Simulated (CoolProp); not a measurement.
The fluid at 460.09 K and 0.475 MPa (gas) is heated at constant pressure to 576.3 K. The same conditions are run with several fluids, on thermodynamics alone (safety and materials aside).

The numbers come from the reference Helmholtz-energy equation of state of each fluid (carbon dioxide: Span 1996; cyclohexane: Zhou 2014; ethane: Bücker 2006; n-hexane: Thol 2019) in CoolProp.

| fluid | heat (kJ/kg) | final density (kg/m³) |
|---|---|---|
| carbon dioxide | [?] | [?] |
| cyclohexane | [?] | [?] |
| ethane | [?] | 2.99 |
| n-hexane | [?] | [?] |

**Question.** Some entries are withheld; supply them.

**Answer.** 
- carbon dioxide, heat (kJ/kg): 120
- carbon dioxide, final density (kg/m³): 4.37
- cyclohexane, heat (kJ/kg): 277
- cyclohexane, final density (kg/m³): 8.65
- ethane, heat (kJ/kg): 311
- n-hexane, heat (kJ/kg): 308
- n-hexane, final density (kg/m³): 8.86
